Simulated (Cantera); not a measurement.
Hydrocarbon pyrolysis for carbon deposition

An isothermal, constant-pressure homogeneous reactor starts with 11.8 % CH₄, 88.2 % N₂, at 1825 K and 0.340 bar.

Detailed kinetics in Cantera: GRI-Mech 3.0 (53 species, 325 reactions). GRI-Mech 3.0 stops at C3 and has no aromatics, soot or wall deposition, so with more carbon than oxygen in the feed, carbon stays in small species such as C2H2 where larger ones or solid carbon would form.

| t (s) | x CH₄ | x C₂H₂ | x H | x HCN | x H₂ |
|---|---|---|---|---|---|
| 3.00e-6 | 0.118 | <1e-12 | 1.59e-6 | <1e-12 | 6.47e-6 |
| 1.20e-5 | 0.118 | 2.49e-11 | 1.60e-6 | <1e-12 | 3.06e-5 |
| 4.79e-5 | 0.117 | 9.92e-9 | 1.73e-6 | 3.28e-12 | 0.000130 |
| 0.000192 | 0.116 | 3.15e-6 | 3.82e-6 | 1.31e-10 | 0.000725 |
| 0.000766 | 0.105 | 0.000944 | 3.31e-5 | 1.75e-8 | 0.0115 |
| 0.00306 | 0.0551 | 0.0244 | 0.000134 | 5.48e-7 | 0.0797 |
| 0.0122 | 0.0187 | 0.0437 | 0.000220 | 2.33e-6 | 0.132 |
| 0.0490 | 0.00440 | 0.0505 | 0.000278 | 5.45e-6 | 0.152 |
| 0.196 | 0.000994 | 0.0521 | 0.000298 | 8.86e-6 | 0.156 |
| 0.783 | 0.000304 | 0.0524 | 0.000301 | 1.27e-5 | 0.157 |
| 3.13 | 0.000232 | 0.0525 | 0.000302 | 2.16e-5 | 0.157 |
| 12.5 | 0.000232 | 0.0524 | 0.000302 | 6.15e-5 | 0.157 |
| 50.0 | 0.000232 | 0.0523 | 0.000302 | 0.000230 | 0.157 |
x: mole fraction; the columns are a selection and need not sum to one.

Equilibrium at this temperature and pressure: CH₄ 0.000133, C₂H₂ 0.0171, H 0.000302, HCN 0.0709, H₂ 0.158 (gas phase only).
